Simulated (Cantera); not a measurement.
An isothermal, constant-pressure homogeneous reactor starts with C2H6 : H2 = 1 : 58 (molar parts), at 1025 K and 13300 Pa.

Computed with Cantera and GRI-Mech 3.0 (53 species, 325 reactions). GRI-Mech 3.0 stops at C3 and has no aromatics, soot or wall deposition, so with more carbon than oxygen in the feed, carbon stays in small species such as C2H2 where larger ones or solid carbon would form.

x: mole fraction; the columns are a selection and need not sum to one.

```json
[
 {"t (s)": "5.00e-5", "x C2H6": "0.0169", "x H2": "0.983", "x CH2": "<1e-12", "x C2H2": "<1e-12", "x C2H4": "3.59e-11", "x H": "7.09e-10"},
 {"t (s)": "0.000118", "x C2H6": "0.0169", "x H2": "0.983", "x CH2": "<1e-12", "x C2H2": "<1e-12", "x C2H4": "5.52e-10", "x H": "1.82e-9"},
 {"t (s)": "0.000277", "x C2H6": "0.0169", "x H2": "0.983", "x CH2": "<1e-12", "x C2H2": "<1e-12", "x C2H4": "5.63e-9", "x H": "3.96e-9"},
 {"t (s)": "0.000652", "x C2H6": "0.0169", "x H2": "0.983", "x CH2": "<1e-12", "x C2H2": "<1e-12", "x C2H4": "4.15e-8", "x H": "8.80e-9"},
 {"t (s)": "0.00153", "x C2H6": "0.0169", "x H2": "0.983", "x CH2": "<1e-12", "x C2H2": "<1e-12", "x C2H4": "2.59e-7", "x H": "2.02e-8"},
 {"t (s)": "0.00361", "x C2H6": "0.0169", "x H2": "0.983", "x CH2": "<1e-12", "x C2H2": "<1e-12", "x C2H4": "1.51e-6", "x H": "4.69e-8"},
 {"t (s)": "0.00850", "x C2H6": "0.0169", "x H2": "0.983", "x CH2": "<1e-12", "x C2H2": "1.26e-11", "x C2H4": "8.48e-6", "x H": "1.09e-7"},
 {"t (s)": "0.0200", "x C2H6": "0.0169", "x H2": "0.983", "x CH2": "<1e-12", "x C2H2": "3.65e-10", "x C2H4": "?", "x H": "?"},
 {"t (s)": "0.0471", "x C2H6": "0.0167", "x H2": "0.983", "x CH2": "<1e-12", "x C2H2": "9.24e-9", "x C2H4": "0.000232", "x H": "4.91e-7"},
 {"t (s)": "0.111", "x C2H6": "0.0160", "x H2": "0.983", "x CH2": "<1e-12", "x C2H2": "1.47e-7", "x C2H4": "0.000909", "x H": "6.73e-7"},
 {"t (s)": "0.261", "x C2H6": "0.0142", "x H2": "0.983", "x CH2": "<1e-12", "x C2H2": "1.24e-6", "x C2H4": "0.00252", "x H": "6.87e-7"},
 {"t (s)": "0.614", "x C2H6": "0.0111", "x H2": "0.983", "x CH2": "<1e-12", "x C2H2": "7.00e-6", "x C2H4": "0.00545", "x H": "6.65e-7"},
 {"t (s)": "1.44", "x C2H6": "0.00682", "x H2": "0.983", "x CH2": "<1e-12", "x C2H2": "2.96e-5", "x C2H4": "0.00928", "x H": "6.12e-7"},
 {"t (s)": "3.40", "x C2H6": "0.00372", "x H2": "0.982", "x CH2": "<1e-12", "x C2H2": "8.82e-5", "x C2H4": "0.0119", "x H": "5.28e-7"},
 {"t (s)": "8.00", "x C2H6": "?", "x H2": "0.982", "x CH2": "<1e-12", "x C2H2": "?", "x C2H4": "0.0121", "x H": "?"}
]
```

Q: Complete the blanks.

A: 
- 0.0200, x C2H4: 4.63e-5
- 0.0200, x H: 2.48e-7
- 8.00, x C2H6: 0.00277
- 8.00, x C2H2: 0.000184
- 8.00, x H: 4.84e-7
